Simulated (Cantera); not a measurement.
A perfectly stirred reactor is fed with 5.00 % CH4, 20.0 % O2, 75.0 % N2, equivalence ratio 0.50, at 200000 Pa; it is adiabatic with a 475 K inlet, and is followed from long to short residence time, starting on the burning branch (τ in s: 0.074, 0.031, 0.013, 0.0057, 0.0024, 0.001, 0.00044, 0.00019, 8e-05).

Cantera simulation using GRI-Mech 3.0 (53 species, 325 reactions); the numbers are that mechanism's predictions, not measurements.

Problem. Predict: blow-out, bracketed by the residence times tried; x(CH4) at τ = 74.0 ms; x(O2) at τ = 74.0 ms; x(H2) at τ = 74.0 ms; x(NO) at τ = 74.0 ms; x(CO2) at τ = 74.0 ms; x(CH4) at τ = 2.40 ms; x(O2) at τ = 2.40 ms; x(H2) at τ = 2.40 ms; x(NO) at τ = 2.40 ms; x(CO2) at τ = 2.40 ms.

Solution. 
| Property | Result |
|---|---|
| blow-out, bracketed by the residence times tried | burning at 1.00 ms, out at 0.440 ms |
| x(CH4) at τ = 74.0 ms | 1.86e-5 |
| x(O2) at τ = 74.0 ms | 0.100 |
| x(H2) at τ = 74.0 ms | 3.02e-5 |
| x(NO) at τ = 74.0 ms | 3.32e-6 |
| x(CO2) at τ = 74.0 ms | 0.0497 |
| x(CH4) at τ = 2.40 ms | 0.000188 |
| x(O2) at τ = 2.40 ms | 0.101 |
| x(H2) at τ = 2.40 ms | 0.000305 |
| x(NO) at τ = 2.40 ms | 1.83e-6 |
| x(CO2) at τ = 2.40 ms | 0.0468 |
